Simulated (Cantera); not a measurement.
A closed system holds: 1 mol TiO₂, 0.16 mol MgCl₂, 4.2 mol O₂, at 2.10 bar.

These are equilibrium values from Cantera (NASA tables, ideal gas, pure condensed phases), not measurements of a reactor. Candidate condensed phases: Mg, MgCl₂, MgO, MgTiO₃, MgTi₂O₅, Mg₂TiO₄, Ti, TiCl₂, TiCl₃, TiCl₄, TiO, TiO₂, Ti₂O₃, Ti₃O₅, Ti₄O₇; 20 gas species. Mutual solubility and eutectic melting of coexisting phases are not modelled. Condensed phases not in the tables: alloys, solid solutions and most ternary compounds. Kinetics and transport are ignored. All values below are at 1027 °C.

Base state: O₂ 0.962, Cl₂ 0.0365, Cl 0.00163, ClO 7.64e-5, MgCl₂ 2.95e-5 (mole fractions); condensed: MgTi₂O₅(s) + TiO₂(rutile).

Task: What changes in the equilibrium state with this change: pressure from 2.10 bar to 38.0 Pa?

Result: 
```json
[
 {"species": "O₂", "before": "0.962", "after": "0.936"},
 {"species": "Cl", "before": "0.00163", "after": "0.0561"},
 {"species": "Cl₂", "before": "0.0365", "after": "0.00778"},
 {"species": "MgCl₂", "before": "2.95e-5", "after": "0.000474"},
 {"species": "ClO", "before": "7.64e-5", "after": "3.48e-5"},
 {"species": "MgTi₂O₅(s), mol", "before": "0.160", "after": "0.158"},
 {"species": "TiO₂(rutile), mol", "before": "0.680", "after": "0.684"}
]
```
